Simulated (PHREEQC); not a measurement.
Solution (25 °C): 0.0029 mol LiOH and 0.0061 mol CO2 per kg of water. Closed to the air; pH follows from the charge balance.

Computed with PHREEQC (ion-association model, wateq4f.dat).

```
quantity                   before     after
------------------------  -------  --------
pH                           6.28      4.29
ionic strength (mol/kgw)  0.00290   5.23e-5
CO2 (mol/kgw)             0.00320   0.00605
HCO3- (mol/kgw)           0.00290   5.23e-5
CO3-2 (mol/kgw)           3.11e-7  4.85e-11
```

Problem. What was changed between the two runs?
A. 0.00097 mol/kgw H2SO4 added
B. temperature from 25 to 5 °C
C. LiOH left out
D. LiOH from 0.0029 to 0.0058 mol/kgw

Solution. C, LiOH left out

No solid was allowed to form.
